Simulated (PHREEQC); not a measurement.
Solution (25 °C): 9.5 mmol/kgw HF, 0.14 mmol/kgw NH4F, 39 mmol/kgw (NH4)2SiF6 and 1.4 mmol/kgw HCl. It is in equilibrium with CO2 at log p = -3.4 (atm). Otherwise closed; pH follows from the charge balance.

Model: ion-association model, phreeqc.dat, run in PHREEQC.

Precipitation was switched off in this run.

**Question.** What pH, density does the model give?

**Answer.** pH 2.53; density 1.001 g/cm³.

**Question.** In which forms is F present?

**Answer.** SiF6-2 96 %, HF 3.0 %, F- 0.9 % of the F.

SiF6-2 is the database's only silicon fluoride.
